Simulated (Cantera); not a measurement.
# Silicon carbide growth: CH3SiCl3 + C2H4 + H2

Input: 1 mol CH3SiCl3, a varied amount of C2H4, 380 mol H2, held at 952 °C and 0.130 bar.

These are equilibrium values from Cantera (NASA tables, ideal gas, pure condensed phases), not measurements of a reactor. Candidate condensed phases: C, C6H6, C7H8, C8H18, Si, SiC; 109 gas species. The feed counts by its element totals alone. Equilibrium is a limit: real reactors are often held back by kinetics, nucleation or transport.

From 0.01 mol C2H4 to 0.27 mol C2H4 the condensed part is SiC(s). From 0.62 mol C2H4 to 1.4 mol C2H4 the condensed part is C(graphite) + SiC(s). The main Si-bearing gas is SiCl2 throughout.

| n(C2H4) (mol) | x H2 | x HCl | x CH4 | x SiCl2 | n SiC(s) | n C(graphite) |
|---|---|---|---|---|---|---|
| 0.01 | 0.992 | 0.00781 | 6.24e-5 | 7.90e-6 | 0.996 | 0 |
| 0.023 | 0.992 | 0.00782 | 0.000125 | 3.95e-6 | 0.998 | 0 |
| 0.053 | 0.992 | 0.00783 | 0.000279 | 1.77e-6 | 0.999 | 0 |
| 0.12 | 0.992 | 0.00783 | 0.000628 | 7.89e-7 | 1.000 | 0 |
| 0.27 | 0.991 | 0.00783 | 0.00141 | 3.51e-7 | 1.000 | 0 |
| 0.62 | 0.991 | 0.00782 | 0.00167 | 2.95e-7 | 1.000 | 0.597 |
| 1.4 | 0.991 | 0.00779 | 0.00167 | 2.92e-7 | 1.000 | 2.15 |
x: gas mole fraction; n: condensed amount in mol.
